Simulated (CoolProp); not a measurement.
Vapour-liquid equilibrium of dimethyl ether (1) + R236FA (2) at -27.45 °C; x and y are mole fractions of (1).

Values from CoolProp's multi-fluid Helmholtz-energy mixture model, Wu 2011 and Pan 2012; pair parameters Bell 2016.

```tsv
x	bubble pressure (MPa)	y at the bubble point	dew pressure at overall composition x (MPa)	liquid density (mol/L)
0.05	0.03030	0.065	0.03019	10.25
0.15	0.03162	0.207	0.03102	10.71
0.25	0.03382	…	0.03213	11.20
0.35	0.03721	0.523	0.03358	11.73
0.45	0.04209	0.668	0.03547	…
0.55	0.04863	0.787	0.03795	12.87
0.65	…	0.876	0.04133	…
0.75	…	0.935	0.04619	…
0.85	0.07610	0.972	0.05393	…
0.95	0.08572	0.993	…	15.64
```

Q: Some entries are withheld; supply them.

A: 
- 0.25, y at the bubble point: 0.364
- 0.45, liquid density (mol/L): 12.28
- 0.65, bubble pressure (MPa): 0.05676
- 0.65, liquid density (mol/L): 13.50
- 0.75, bubble pressure (MPa): 0.06614
- 0.75, liquid density (mol/L): 14.17
- 0.85, liquid density (mol/L): 14.88
- 0.95, dew pressure at overall composition x (MPa): 0.06957

No azeotrope shows between x = 0.05 and 0.95.

Pair parameters are fitted to limited data, so mixtures are less certain than the pure fluids.
